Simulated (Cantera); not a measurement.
Feed: 1 mol V₂O₅, 260 mol H₂, at 1.00 Torr.

Cantera equilibrium calculation (NASA polynomials, part measured and part estimated; ideal gas, pure solids and liquids). Candidate condensed phases: H₂O, V, VO, V₂O₃, V₂O₄, V₂O₅; 12 gas species. Condensed phases not in the tables: the oxides between V₂O₃ and V₂O₅ other than VO₂. Equilibrium is a limit: real reactors are often held back by kinetics, nucleation or transport. All values below are at 825 K.

Base state: H₂ 0.992, H₂O 0.00769 (mole fractions); condensed: V₂O₃(s).

**Question.** What changes in the equilibrium state with this change: V₂O₅ replaced by CuO?

**Answer.** 
| species | before | after |
|---|---|---|
| H₂ | 0.992 | 0.996 |
| H₂O | 0.00769 | 0.00385 |
| V₂O₃(s), mol | 1.00 | 0 |
| Cu(s), mol | 0 | 1.00 |
Further candidate phases: Cu, CuO, Cu(OH)₂, Cu₂O.

**Question.** What changes in the equilibrium state with this change: V₂O₅ replaced by Fe₂O₃?

**Answer.** 
```json
[
 {"species": "H₂", "before": "0.992", "after": "0.988"},
 {"species": "H₂O", "before": "0.00769", "after": "0.0115"},
 {"species": "V₂O₃(s), mol", "before": "1.00", "after": "0"},
 {"species": "Fe(α), mol", "before": "0", "after": "2.00"}
]
```
Further candidate phases: Fe, FeO, Fe(OH)₂, Fe(OH)₃, Fe₂O₃, Fe₃O₄.
